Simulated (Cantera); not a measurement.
Cantera with NASA thermochemical tables; ideal gases at 1 bar, condensed phases pure. Values are per mole of reaction as written; species without (g) are pure solids or liquids, kept so even where they would boil at 1 bar.

8 H(g) + Ni3S4 = 4 H2S(g) + 3 Ni

| T (K) | ΔH° (kJ) | ΔS° (J/K) | ΔG° (kJ) | log10 K |
|---|---|---|---|---|
| 350 | -1530.9 | -210.2 | -1457.3 | 217.49 |
| 375 | ? | ? | ? | ? |
| 400 | ? | ? | ? | ? |
| 425 | ? | ? | ? | ? |
| 450 | -1542.6 | -239.7 | -1434.8 | 166.54 |
| 475 | -1545.6 | -246.1 | -1428.7 | 157.11 |
| 500 | -1548.6 | -252.3 | -1422.5 | 148.60 |
| 525 | -1551.6 | -258.1 | -1416.1 | 140.89 |
| 550 | ? | ? | ? | ? |
| 575 | -1557.5 | -268.8 | -1402.9 | 127.44 |
| 600 | -1560.3 | -273.6 | -1396.1 | 121.54 |

Q: What belongs in the gaps?

A: 
- 375, ΔH° (kJ): -1533.8
- 375, ΔS° (J/K): -218.2
- 375, ΔG° (kJ): -1452.0
- 375, log10 K: 202.25
- 400, ΔH° (kJ): -1536.7
- 400, ΔS° (J/K): -225.8
- 400, ΔG° (kJ): -1446.4
- 400, log10 K: 188.88
- 425, ΔH° (kJ): -1539.7
- 425, ΔS° (J/K): -232.9
- 425, ΔG° (kJ): -1440.7
- 425, log10 K: 177.06
- 550, ΔH° (kJ): -1554.5
- 550, ΔS° (J/K): -263.6
- 550, ΔG° (kJ): -1409.6
- 550, log10 K: 133.87
